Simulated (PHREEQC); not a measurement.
Solution (20 °C): 110 mmol/kgw HF, 3.6 mmol/kgw NH4HF2 and 1.6 mmol/kgw H3PO4. Closed to the air; pH follows from the charge balance.

All values are PHREEQC results (ion-association model, phreeqc.dat), not measurements.

Precipitation was switched off in this run.

**Question.** What pH does the model give?

**Answer.** pH 2.05.

**Question.** In which forms is P present?

**Answer.** H3PO4 53 %, H2PO4- 47 % of the P.

Species that the database lacks are ignored.
